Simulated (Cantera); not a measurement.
A closed system holds: 1 mol SiCl4, 0.87 mol HCl, 0.25 mol H2, 1.2 mol Cl2, held at 1102 °C and 0.133 bar.

These are equilibrium values from Cantera (NASA tables, ideal gas, pure condensed phases), not measurements of a reactor. Candidate condensed phases: Si; 19 gas species. Rates play no part.

Base state: HCl 0.406, SiCl4 0.296, Cl2 0.265, Cl 0.0329 (mole fractions); condensed: gas only.

What changes in the equilibrium state with this change: pressure from 0.133 bar to 1 atm?


| species | before | after |
|---|---|---|
| HCl | 0.406 | 0.410 |
| SiCl4 | 0.296 | 0.299 |
| Cl2 | 0.265 | 0.278 |
| Cl | 0.0329 | 0.0122 |

What changes in the equilibrium state with this change: temperature from 1102 °C to 1227 °C?


| species | before | after |
|---|---|---|
| HCl | 0.406 | 0.397 |
| SiCl4 | 0.296 | 0.289 |
| Cl2 | 0.265 | 0.236 |
| Cl | 0.0329 | 0.0778 |
| SiCl3 | 6.93e-6 | 5.01e-5 |
The tables' values for SiCl3 are old estimates; treat these amounts as uncertain.
